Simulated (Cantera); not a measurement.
Input: 1 mol SiO2, a varied amount of HF, at 1698.15 K and 100 Torr.

Method: chemical equilibrium by Gibbs-energy minimisation in Cantera with the NASA 1993 tables (ideal gas, pure condensed phases). Candidate condensed phases: H2O, Si, SiO2; 38 gas species. The tables hold silica as quartz up to 1696 K and as liquid above; real silica turns to tridymite and cristobalite and melts near 1996 K. Gases not in the tables: Si(OH)4. Equilibrium is a limit: real reactors are often held back by kinetics, nucleation or transport.

Question: Which condensed phases are stable at each of these points (n(HF) (mol)): 2.2, 4.8, 7.3, 9.9, 12, 15, 17, 20, 23, 25, 28?

Answer: 
| n(HF) (mol) | condensed phases | Si condensed (%) |
|---|---|---|
| 2.2 | SiO2(condensed) | 86.4 |
| 4.8 | SiO2(condensed) | 70.3 |
| 7.3 | SiO2(condensed) | 54.8 |
| 9.9 | SiO2(condensed) | 38.7 |
| 12 | SiO2(condensed) | 25.6 |
| 15 | SiO2(condensed) | 7.0 |
| 17 | gas only | 0.0 |
| 20 | gas only | 0.0 |
| 23 | gas only | 0.0 |
| 25 | gas only | 0.0 |
| 28 | gas only | 0.0 |

From 2.2 mol HF to 15 mol HF the condensed part is SiO2(condensed). From 17 mol HF to 28 mol HF nothing is condensed.
